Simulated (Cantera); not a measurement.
An isothermal, constant-pressure homogeneous reactor starts with NH3 : N2 = 1 : 0.53 (molar parts), at 1725 K and 1200 Pa. Integrator tolerance rtol = 1e-08.

Model: the gas-phase N/H chemistry of the illustrative SiF4/NH3 mechanism in the Surface Chemkin manual (1991), integrated in Cantera. Walls and surfaces, which speed up NH3 decomposition in real reactors, are not modelled.

What does this change do: NH3 1 to 4.7 parts?


| quantity | before | after |
|---|---|---|
| x(NH3) at 4.00 s | 0.523 (gas-phase equilibrium 1.19e-7) | 0.720 (gas-phase equilibrium 1.31e-7) |
| x(N2H2) at 4.00 s | 2.77e-6 (gas-phase equilibrium <1e-12) | 3.85e-6 (gas-phase equilibrium <1e-12) |
| x(H2) at 4.00 s | 0.118 (gas-phase equilibrium 0.592) | 0.141 (gas-phase equilibrium 0.709) |
| x(NH2) at 4.00 s | 0.000317 (gas-phase equilibrium 6.77e-10) | 0.000366 (gas-phase equilibrium 6.84e-10) |
| x(N) at 4.00 s | 1.41e-7 (gas-phase equilibrium 5.27e-11) | 1.17e-7 (gas-phase equilibrium 4.45e-11) |

What does this change do: pressure from 1200 Pa to 100000 Pa?


| quantity | before | after |
|---|---|---|
| x(NH3) at 4.00 s | 0.523 (gas-phase equilibrium 1.19e-7) | 0.0694 (gas-phase equilibrium 9.91e-6) |
| x(N2H2) at 4.00 s | 2.77e-6 (gas-phase equilibrium <1e-12) | 2.76e-8 (gas-phase equilibrium <1e-12) |
| x(H2) at 4.00 s | 0.118 (gas-phase equilibrium 0.592) | 0.530 (gas-phase equilibrium 0.593) |
| x(NH2) at 4.00 s | 0.000317 (gas-phase equilibrium 6.77e-10) | 3.54e-5 (gas-phase equilibrium 6.19e-9) |
| x(N) at 4.00 s | 1.41e-7 (gas-phase equilibrium 5.27e-11) | 2.16e-8 (gas-phase equilibrium 5.78e-12) |

What does this change do: N2 0.53 to 0.13 parts?


| quantity | before | after |
|---|---|---|
| x(NH3) at 4.00 s | 0.523 (gas-phase equilibrium 1.19e-7) | 0.709 (gas-phase equilibrium 1.31e-7) |
| x(N2H2) at 4.00 s | 2.77e-6 (gas-phase equilibrium <1e-12) | 3.79e-6 (gas-phase equilibrium <1e-12) |
| x(H2) at 4.00 s | 0.118 (gas-phase equilibrium 0.592) | 0.140 (gas-phase equilibrium 0.703) |
| x(NH2) at 4.00 s | 0.000317 (gas-phase equilibrium 6.77e-10) | 0.000364 (gas-phase equilibrium 6.85e-10) |
| x(N) at 4.00 s | 1.41e-7 (gas-phase equilibrium 5.27e-11) | 1.18e-7 (gas-phase equilibrium 4.49e-11) |
